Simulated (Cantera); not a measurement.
A perfectly stirred reactor is fed with C3H8 : H2 = 1 : 71 (molar parts), at 2.70 Torr; it is held at 1575 K, and followed from long to short residence time.

Model: GRI-Mech 3.0 (53 species, 325 reactions), integrated in Cantera. GRI-Mech 3.0 was tuned for natural gas; its chemistry of propane as a main component is partial and can be far from experiment. GRI-Mech 3.0 stops at C3 and has no aromatics, soot or wall deposition, so with more carbon than oxygen in the feed, carbon stays in small species such as C2H2 where larger ones or solid carbon would form. Radical loss at walls, strong at low pressure, is not modelled.

Predict: x(C3H8) at τ = 5.70 s; x(H2) at τ = 5.70 s; x(H) at τ = 5.70 s; x(CH2) at τ = 5.70 s; x(C2H) at τ = 5.70 s; x(C3H8) at τ = 0.110 s; x(H2) at τ = 0.110 s; x(H) at τ = 0.110 s; x(CH2) at τ = 0.110 s; x(C2H) at τ = 0.110 s.


- x(C3H8) at τ = 5.70 s: 2.63e-6
- x(H2) at τ = 5.70 s: 0.973
- x(H) at τ = 5.70 s: 0.00116
- x(CH2) at τ = 5.70 s: 2.43e-7
- x(C2H) at τ = 5.70 s: 5.15e-8
- x(C3H8) at τ = 0.110 s: 9.65e-5
- x(H2) at τ = 0.110 s: 0.970
- x(H) at τ = 0.110 s: 0.00184
- x(CH2) at τ = 0.110 s: 8.69e-7
- x(C2H) at τ = 0.110 s: 5.88e-8
